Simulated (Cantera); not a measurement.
A closed system holds: 1 mol SiH₂Cl₂, 0.11 mol C₂H₄, 760 mol H₂, 0.39 mol C₃H₈, equilibrated at 1100 K and 0.0100 bar.

Equilibrium computed with Cantera from the NASA thermochemical tables; the gas is ideal and each condensed phase is pure. Candidate condensed phases: C, C₆H₆, C₇H₈, C₈H₁₈, Si, SiC; 109 gas species. Kinetics and transport are ignored.

Base state: H₂ 0.997, HCl 0.00262, CH₄ 0.000357 (mole fractions); condensed: C(graphite) + SiC(s).

Task: What changes in the equilibrium state with this change: SiH₂Cl₂ replaced by Si(CH₃)₄?

Result: 
| species | before | after |
|---|---|---|
| H₂ | 0.997 | 1.000 |
| CH₄ | 0.000357 | 0.000359 |
| HCl | 0.00262 | 0 |
| C(graphite), mol | 0.118 | 4.11 |
| SiC(s), mol | 1.000 | 1.00 |

Task: What changes in the equilibrium state with this change: temperature from 1100 K to 948.15 K?

Result: 
| species | before | after |
|---|---|---|
| H₂ | 0.997 | 0.997 |
| HCl | 0.00262 | 0.00262 |
| CH₄ | 0.000357 | 0.000511 |
| C(graphite), mol | 0.118 | 0 |
| SiC(s), mol | 1.000 | 1.000 |
